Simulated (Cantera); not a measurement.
An isothermal, constant-pressure homogeneous reactor starts with CO : O₂ : H₂O : N₂ = 0.024 : 0.031 : 0.073 : 1 (molar parts), equivalence ratio 0.39, at 1075 K and 0.133 bar.

Cantera simulation using GRI-Mech 3.0 (53 species, 325 reactions); the numbers are that mechanism's predictions, not measurements.

One state of this run: x CO = 2.31e-9; x O₂ = 0.0170; x H₂O = 0.0654; x H₂ = 6.08e-9; x N₂O = 3.73e-8. x: mole fraction; the columns are a selection and need not sum to one.

Question: Which value of t (s) does it belong to?
A) 0.000210
B) 0.0154
C) 4.77
D) 20.0

Answer: D, 20.0
